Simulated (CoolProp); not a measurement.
A Linde-Hampson liquefier for normal hydrogen: isothermal reversible compression at 250 K from 1 atm to 40 MPa, throttling to 1 atm, return gas leaving the recuperator 0 K below the feed. Each further row changes one setting.

The numbers come from the reference Helmholtz-energy equation of state, Leachman 2009 in CoolProp.

```json
[
 {"case": "as stated", "compression work (kJ/kg of gas)": "6450"},
 {"case": "high pressure 80 MPa", "compression work (kJ/kg of gas)": "7480"},
 {"case": "warm-end temperature 280 K", "compression work (kJ/kg of gas)": "7200"},
 {"case": "warm-end gap 5 K", "compression work (kJ/kg of gas)": "6450"}
]
```
